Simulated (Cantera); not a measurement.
Gas-phase reforming

An isothermal, constant-pressure homogeneous reactor starts with 34.4 % CH4, 48.1 % CO2, 17.5 % H2, at 1600 K and 30000 Pa.

Cantera simulation using GRI-Mech 3.0 (53 species, 325 reactions); the numbers are that mechanism's predictions, not measurements.

```json
[
 {"t (s)": "3.00e-6", "x CH4": "0.344", "x CO2": "0.481", "x H2": "0.175", "x CO": "2.49e-8", "x O": "<1e-12", "x HO2": "<1e-12"},
 {"t (s)": "1.11e-5", "x CH4": "0.344", "x CO2": "0.481", "x H2": "0.175", "x CO": "1.46e-7", "x O": "<1e-12", "x HO2": "<1e-12"},
 {"t (s)": "4.08e-5", "x CH4": "0.344", "x CO2": "0.481", "x H2": "0.175", "x CO": "1.19e-6", "x O": "<1e-12", "x HO2": "<1e-12"},
 {"t (s)": "0.000150", "x CH4": "0.343", "x CO2": "0.481", "x H2": "0.175", "x CO": "1.30e-5", "x O": "<1e-12", "x HO2": "<1e-12"},
 {"t (s)": "0.000555", "x CH4": "0.343", "x CO2": "0.481", "x H2": "0.175", "x CO": "0.000146", "x O": "3.51e-12", "x HO2": "<1e-12"},
 {"t (s)": "0.00205", "x CH4": "0.341", "x CO2": "0.479", "x H2": "0.176", "x CO": "0.00119", "x O": "1.08e-11", "x HO2": "<1e-12"},
 {"t (s)": "0.00755", "x CH4": "0.329", "x CO2": "0.471", "x H2": "0.181", "x CO": "0.00666", "x O": "1.65e-11", "x HO2": "<1e-12"},
 {"t (s)": "0.0278", "x CH4": "0.287", "x CO2": "0.435", "x H2": "0.202", "x CO": "0.0277", "x O": "2.04e-11", "x HO2": "<1e-12"},
 {"t (s)": "0.103", "x CH4": "0.188", "x CO2": "0.328", "x H2": "0.231", "x CO": "0.100", "x O": "2.99e-11", "x HO2": "<1e-12"},
 {"t (s)": "0.378", "x CH4": "0.0658", "x CO2": "0.145", "x H2": "0.227", "x CO": "0.244", "x O": "5.13e-11", "x HO2": "<1e-12"},
 {"t (s)": "1.40", "x CH4": "0.0236", "x CO2": "0.0814", "x H2": "0.281", "x CO": "0.322", "x O": "6.44e-11", "x HO2": "<1e-12"},
 {"t (s)": "5.15", "x CH4": "0.0152", "x CO2": "0.0521", "x H2": "0.356", "x CO": "0.392", "x O": "5.62e-11", "x HO2": "<1e-12"},
 {"t (s)": "19.0", "x CH4": "0.00715", "x CO2": "0.0306", "x H2": "0.418", "x CO": "0.445", "x O": "4.95e-11", "x HO2": "<1e-12"},
 {"t (s)": "70.0", "x CH4": "0.00177", "x CO2": "0.0220", "x H2": "0.446", "x CO": "0.466", "x O": "4.46e-11", "x HO2": "<1e-12"}
]
```
x: mole fraction; the columns are a selection and need not sum to one.

Equilibrium at this temperature and pressure: CH4 8.88e-8, CO2 0.0209, H2 0.451, CO 0.468, O 4.36e-11, HO2 <1e-12 (gas phase only).
